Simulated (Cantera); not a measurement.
A closed system holds: 1 mol SiH4, 0.45 mol HCl, 6.3 mol H2, held at 2.60 mbar.

Method: chemical equilibrium by Gibbs-energy minimisation in Cantera with the NASA 1993 tables (ideal gas, pure condensed phases). Candidate condensed phases: Si; 19 gas species. The tables' values for SiCl3 are old estimates; treat these amounts as uncertain. Equilibrium is a limit: real reactors are often held back by kinetics, nucleation or transport.

**Question.** At 1423 K, list the 4 most abundant gas species with their mole fractions, and the condensed phases.

**Answer.** H2 0.954, HCl 0.0408, SiCl2 0.00525, H 0.000127. Condensed: Si(s).
